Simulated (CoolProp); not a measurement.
Vapour pressure (MPa) of ethylbenzene: the reference equation beside estimates from Tc = 344.0 °C, pc = 3.622 MPa, ω = 0.304. Clausius-Clapeyron is anchored at 188.75 °C with a constant enthalpy of vaporisation of 31.84 kJ/mol.

The numbers come from the reference Helmholtz-energy equation of state, Zhou 2012 in CoolProp.

```json
[
 {"T (°C)": "170.85", "reference": "0.2364", "Lee-Kesler": "0.2377", "Clausius-Clapeyron": "0.2475", "van der Waals": "0.8340", "Soave-Redlich-Kwong": "0.2375"},
 {"T (°C)": "179.75", "reference": "0.2868", "Lee-Kesler": "0.2890", "Clausius-Clapeyron": "0.2933", "van der Waals": "0.9203", "Soave-Redlich-Kwong": "0.2889"},
 {"T (°C)": "188.75", "reference": "0.3458", "Lee-Kesler": "0.3489", "Clausius-Clapeyron": "0.3458", "van der Waals": "1.013", "Soave-Redlich-Kwong": "0.3490"},
 {"T (°C)": "197.65", "reference": "0.4127", "Lee-Kesler": "0.4169", "Clausius-Clapeyron": "0.4045", "van der Waals": "1.111", "Soave-Redlich-Kwong": "0.4174"},
 {"T (°C)": "206.65", "reference": "0.4899", "Lee-Kesler": "0.4953", "Clausius-Clapeyron": "0.4711", "van der Waals": "1.215", "Soave-Redlich-Kwong": "0.4965"},
 {"T (°C)": "215.65", "reference": "0.5775", "Lee-Kesler": "0.5842", "Clausius-Clapeyron": "0.5457", "van der Waals": "1.326", "Soave-Redlich-Kwong": "0.5865"},
 {"T (°C)": "224.55", "reference": "0.6752", "Lee-Kesler": "0.6833", "Clausius-Clapeyron": "0.6278", "van der Waals": "1.441", "Soave-Redlich-Kwong": "0.6870"},
 {"T (°C)": "233.55", "reference": "0.7861", "Lee-Kesler": "0.7957", "Clausius-Clapeyron": "0.7197", "van der Waals": "1.564", "Soave-Redlich-Kwong": "0.8012"}
]
```

Absolute difference from the reference over all 8 rows, mean and median: Lee-Kesler 1.0 and 1.1 %, Clausius-Clapeyron 4.2 and 4.3 %, van der Waals 165.7 and 158.6 %, Soave-Redlich-Kwong 1.2 and 1.2 %.
